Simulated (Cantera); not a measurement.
What does this Cantera script print?

```python
import numpy as np
import cantera as ct

gas = ct.Solution("gri30.yaml")
gas.TPX = 1073, 130000, {'CH3OH': 0.0096, 'O2': 0.015, 'N2': 1}
reactor = ct.IdealGasConstPressureReactor(gas, energy="off", clone=False)
net = ct.ReactorNet([reactor])
net.rtol, net.atol = 1e-08, 1e-18
show = ['CH3OH', 'O2', 'NO', 'NO2', 'OH', 'CH4', 'H2O2']
times = np.geomspace(8e-05, 3, 13)

steps = ct.SolutionArray(gas, extra=["t"])
rows = []
print(f"{'t/s':>10s}{'T/K':>9s}{'P/Pa':>11s}" + "".join(f"{s:>11s}" for s in show))
for t in times:
    while net.time < t:
        t_next = net.step()
        steps.append(gas.state, t=t_next)
    rows.append([np.interp(t, steps.t, y) for y in (steps.T, steps.P, *steps(*show).X.T)])
    print(f"{t:10.3e}{rows[-1][0]:9.1f}{rows[-1][1]:11.4g}" + "".join(f"{x:11.3e}" for x in rows[-1][2:]))
rate = np.gradient(steps.T, steps.t)
print("integrator steps:", len(steps.t))
if steps.T.max() > steps.T[0] + 200:
    print(f"time of steepest temperature rise: {steps.t[rate.argmax()]:.4e} s")
gas.TPX = 1073, 130000, {'CH3OH': 0.0096, 'O2': 0.015, 'N2': 1}
gas.equilibrate("TP")
print(f"equilibrium (TP): T = {gas.T:.1f} K  " + "  ".join(f"{s} {gas[s].X[0]:.3e}" for s in show))
```

It prints:

```
       t/s      T/K       P/Pa      CH3OH         O2         NO        NO2         OH        CH4       H2O2
 8.000e-05   1073.0    1.3e+05  9.370e-03  1.464e-02  8.175e-22  6.542e-28  7.612e-12  2.087e-11  5.016e-16
 1.924e-04   1073.0    1.3e+05  9.370e-03  1.464e-02  2.225e-21  1.145e-26  7.643e-12  1.128e-10  7.760e-15
 4.628e-04   1073.0    1.3e+05  9.369e-03  1.464e-02  5.728e-21  1.847e-25  7.700e-12  5.612e-10  1.175e-13
 1.113e-03   1073.0    1.3e+05  9.369e-03  1.464e-02  1.453e-20  2.922e-24  7.777e-12  2.365e-09  1.727e-12
 2.678e-03   1073.0    1.3e+05  9.369e-03  1.464e-02  3.655e-20  4.580e-23  7.886e-12  7.861e-09  2.260e-11
 6.441e-03   1073.0    1.3e+05  9.369e-03  1.464e-02  9.210e-20  6.957e-22  8.344e-12  2.148e-08  2.292e-10
 1.549e-02   1073.0    1.3e+05  9.369e-03  1.464e-02  2.421e-19  1.057e-20  1.112e-11  5.338e-08  1.772e-09
 3.726e-02   1073.0    1.3e+05  9.368e-03  1.464e-02  7.554e-19  1.782e-19  2.803e-11  1.255e-07  1.184e-08
 8.963e-02   1073.0    1.3e+05  9.360e-03  1.464e-02  4.879e-18  5.370e-18  1.677e-10  2.752e-07  9.727e-08
 2.156e-01   1073.0    1.3e+05  1.129e-03  8.872e-03  6.539e-13  7.784e-13  8.654e-07  4.105e-07  1.647e-04
 5.185e-01   1073.0    1.3e+05  2.904e-22  6.015e-04  1.409e-07  2.878e-09  1.769e-06  1.996e-21  6.644e-09
 1.247e+00   1073.0    1.3e+05  4.352e-22  5.848e-04  1.362e-07  7.744e-09  5.948e-07 -6.189e-21  7.515e-10
 3.000e+00   1073.0    1.3e+05 -2.796e-23  5.829e-04  1.382e-07  5.812e-09  2.975e-07 -5.207e-22  1.851e-10
integrator steps: 2574
equilibrium (TP): T = 1073.0 K  CH3OH 8.728e-37  O2 5.809e-04  NO 3.882e-06  NO2 7.774e-09  OH 4.045e-08  CH4 1.039e-38  H2O2 3.452e-12
```

Detailed kinetics in Cantera: GRI-Mech 3.0 (53 species, 325 reactions). GRI-Mech 3.0 was tuned for natural gas; its chemistry of methanol as a main component is partial and can be far from experiment.
